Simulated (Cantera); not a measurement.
Feed: 1 mol CCl4, 0.35 mol H2, equilibrated at 0.100 bar.

Cantera equilibrium calculation (NASA polynomials, part measured and part estimated; ideal gas, pure solids and liquids). Candidate condensed phases: C, C6H6, C7H8, C8H18; 91 gas species. The tables' values for CCl are old estimates; treat these amounts as uncertain. Equilibrium is a limit: real reactors are often held back by kinetics, nucleation or transport.

x: gas mole fraction; n: condensed amount in mol.

```csv
T (K),x Cl,x HCl,x H,x Cl2,n C(graphite)
2425,0.815,0.176,0.000491,[?],0.999
2475,0.818,0.175,0.000767,[?],0.999
2525,0.819,0.174,0.00118,[?],0.999
2575,0.821,0.173,0.00178,[?],0.999
2625,0.822,0.172,0.00263,[?],0.999
2675,0.823,0.170,0.00383,[?],0.998
2725,0.824,0.167,0.00548,[?],0.997
2775,0.825,0.164,0.00769,[?],0.995
2825,0.826,0.159,0.0106,[?],0.992
2875,0.827,0.154,0.0143,[?],0.986
```

Question: Fill in the missing entries.

Answer: 
- 2425, x Cl2: 0.00831
- 2475, x Cl2: 0.00646
- 2525, x Cl2: 0.00507
- 2575, x Cl2: 0.00402
- 2625, x Cl2: 0.00321
- 2675, x Cl2: 0.00258
- 2725, x Cl2: 0.00210
- 2775, x Cl2: 0.00171
- 2825, x Cl2: 0.00141
- 2875, x Cl2: 0.00117
